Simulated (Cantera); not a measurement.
A perfectly stirred reactor is fed with 18.3 % H2, 15.2 % O2, 65.4 % N2, 1.08 % H2O, at 0.415 atm; it is held at 1275 K, and followed from long to short residence time.

Cantera simulation using GRI-Mech 3.0 (53 species, 325 reactions); the numbers are that mechanism's predictions, not measurements. The temperature is held fixed by assumption; the heat of reaction is taken as removed at once.

One state of this run: x H2 = 0.000214; x O2 = 0.0670; x NO2 = 3.26e-9; x HO2 = 5.11e-6; x OH = 0.000338; x H2O = 0.212; x H2O2 = 5.43e-7. x: mole fraction; the columns are a selection and need not sum to one.

**Question.** Which value of τ (s) does it belong to?
A. 0.48
B. 0.0082
C. 0.96
D. 1.9

**Answer.** A, 0.48
